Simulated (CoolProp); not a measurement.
Properties of n-hexane at several states (Tc = 507.8 K, pc = 3.044 MPa, ω = 0.300).

The numbers come from the reference Helmholtz-energy equation of state, Thol 2019 in CoolProp.

```
T (K)  p (MPa)   phase  density (kg/m³)  cp (kJ/(kg K))  cv (kJ/(kg K))  conductivity (mW/(m K))  Prandtl number
-----  -------  ------  ---------------  --------------  --------------  -----------------------  --------------
355.4    0.164  liquid            599.7           2.540           1.979                      104            4.35
564.2    0.128     gas            2.376           2.776           2.675                     43.9           0.742
246.7   0.0344  liquid            700.1           2.089           1.597                      137            8.10
```

Viscosity comes from a separate model (Michailidou 2013). Thermal conductivity comes from a separate model (Assael 2013).
